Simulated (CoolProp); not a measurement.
Propylene glycol along the isobar 32.6 MPa: fugacity coefficient from the reference equation and from simpler models built on Tc = 674.0 K, pc = 7.292 MPa, ω = 0.327; each cubic takes its own stable root.

The numbers come from the reference Helmholtz-energy equation of state, Eisenbach 2021 in CoolProp.

```
T (K)   phase  reference
-----  ------  ---------
537.1  liquid    0.03857
545    liquid    0.04488
553    liquid    0.05199
561    liquid    0.05987
569    liquid    0.06856
577    liquid    0.07808
584.9  liquid    0.08832
592.9  liquid    0.09957
600.9  liquid     0.1117
608.9  liquid     0.1248
```

How far does each simpler model (Soave-Redlich-Kwong, Peng-Robinson) lie from the reference over these 10 states: mean and median of the absolute difference, and the worst?


- Soave-Redlich-Kwong: mean 40.8 %, median 39.4 %, worst +63.9 % at 537.1 K and 32.6 MPa
- Peng-Robinson: mean 28.1 %, median 26.8 %, worst +49.4 % at 537.1 K and 32.6 MPa
